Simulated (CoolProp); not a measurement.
The numbers come from the reference Helmholtz-energy equation of state, Zhou 2012 in CoolProp.

Q: For o-xylene, give the phase and the cp (kJ/(kg K)), Joule-Thomson coefficient (K/MPa) at 337.4 K and 2230 kPa; 594.3 K and 2230 kPa.

A: 
- 337.4 K and 2230 kPa: liquid; cp 1.89, Joule-Thomson coefficient -0.413
- 594.3 K and 2230 kPa: gas; cp 2.97, Joule-Thomson coefficient 18.1
